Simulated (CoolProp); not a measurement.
A simple Rankine cycle with neopentane: condensing at 317.15 K, boiler at 1.49 MPa, turbine inlet 390.1 K, turbine efficiency 0.7, pump efficiency 0.8, no recuperator. Each further row changes one setting.

Computed with CoolProp (reference Helmholtz-energy equation of state, Lemmon 2006). It is a short technical equation, of lower accuracy than the large ones.

```
case                             thermal efficiency (%)  net work (kJ/kg)  heat in (kJ/kg)  turbine exit temperature (K)  volume ratio over the turbine
-------------------------------  ----------------------  ----------------  ---------------  ----------------------------  -----------------------------
as stated                                           9.4              37.1              394                         353.1                           5.91
turbine inlet 410.1 K                               9.2                 ?              445                             ?                           5.57
condensing temperature 309.15 K                    10.4              42.9                ?                             ?                           7.44
boiler pressure 1.04 MPa                              ?              31.5              412                         365.0                           3.70
turbine efficiency 0.6                              8.0              31.4              394                         356.0                           5.96
```

**Question.** What belongs in the gaps?

**Answer.** 
- turbine inlet 410.1 K, net work (kJ/kg): 41.0
- turbine inlet 410.1 K, turbine exit temperature (K): 376.2
- condensing temperature 309.15 K, heat in (kJ/kg): 413
- condensing temperature 309.15 K, turbine exit temperature (K): 349.2
- boiler pressure 1.04 MPa, thermal efficiency (%): 7.6
